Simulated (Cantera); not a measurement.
What does this Cantera script print?

```python
import numpy as np
import cantera as ct

gas_names = """
    O2 CL2
""".split()
cond_names = """
    Sr(L) SrCL2(L) SrO(s)
""".split()


# ... load() reads the species with a 1 bar reference pressure and builds the phases ...
species = {s.name: s for s in load("nasa_gas.yaml", gas_names) + load("nasa_condensed.yaml", cond_names)}
T = 1500
g = {n: (s.thermo.h(T) - T * s.thermo.s(T)) / (ct.gas_constant * T * np.log(10)) for n, s in species.items()}
valid = cond_names  # the entries whose range holds T


def stable(la, lb):
    # potentials (over RT ln 10) of the two non-metals from log10 p(O2) and log10 p(CL2) in bar
    mu = {}
    mu["O"] = (g["O2"] + la) / 2
    mu["Cl"] = (g["CL2"] + lb) / 2
    cost = {}
    for n in valid:
        c = species[n].composition
        cost[n] = (g[n] - sum(c.get(e, 0) * m for e, m in mu.items())) / c["Sr"]
    return min(cost, key=cost.get)


results = []
for lb in [0, -1.2, -2.4, -3.5, -4.7, -5.9, -7.1, -8.3, -9.5, -10.6, -11.8, -13]:
    row = [stable(la, lb) for la in [-13, -12.2, -11.4, -10.7, -9.9, -9.1, -8.3, -7.6, -6.8, -6, -5.2, -4.4, -3.7, -2.9, -2.1, -1.3, -0.6, 0.2, 1]]
    results.append(row)
    print(f"{lb:6.1f}  " + " ".join(f"{valid.index(n):x}" for n in row))
print("key: " + ", ".join(f"{i:x} {n}" for i, n in enumerate(valid)))
```

Result:

```
   0.0  1 1 1 1 1 1 1 1 1 1 1 1 1 1 1 1 1 1 1
  -1.2  1 1 1 1 1 1 1 1 1 1 1 1 1 1 1 1 1 1 1
  -2.4  1 1 1 1 1 1 1 1 1 1 1 1 1 1 1 1 1 1 1
  -3.5  1 1 1 1 1 1 1 1 1 1 1 1 1 1 1 1 1 1 1
  -4.7  1 1 1 1 1 1 1 1 1 1 1 1 1 1 1 1 1 1 1
  -5.9  1 1 1 1 1 1 1 1 1 1 1 1 1 1 1 1 1 2 2
  -7.1  1 1 1 1 1 1 1 1 1 1 1 1 1 1 2 2 2 2 2
  -8.3  1 1 1 1 1 1 1 1 1 1 1 2 2 2 2 2 2 2 2
  -9.5  1 1 1 1 1 1 1 1 2 2 2 2 2 2 2 2 2 2 2
 -10.6  1 1 1 1 1 2 2 2 2 2 2 2 2 2 2 2 2 2 2
 -11.8  1 1 2 2 2 2 2 2 2 2 2 2 2 2 2 2 2 2 2
 -13.0  2 2 2 2 2 2 2 2 2 2 2 2 2 2 2 2 2 2 2
key: 0 Sr(L), 1 SrCL2(L), 2 SrO(s)
```

Cantera with NASA thermochemical tables; ideal gases at 1 bar, condensed phases pure. Not in the tables: the peroxide, oxide halides.
